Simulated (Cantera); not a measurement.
## Ignition delay

Mixture: CH₄ : O₂ : N₂ = 1 : 1.11 : 4.18 (molar parts), equivalence ratio 1.8, at 1.01 bar, adiabatic and at constant volume. Ignition delay is the time to a rise of 400 K.

Detailed kinetics in Cantera: GRI-Mech 3.0 (53 species, 325 reactions).

```
T0 (K)  delay (ms)
------  ----------
1150           123
1225          41.3
1300          15.0
1375          5.80
1450          2.40
1525          1.07
1600         0.520
1675         0.273
```

```yaml
apparent activation energy between 1525 and 1675 K: 190 kJ/mol
```
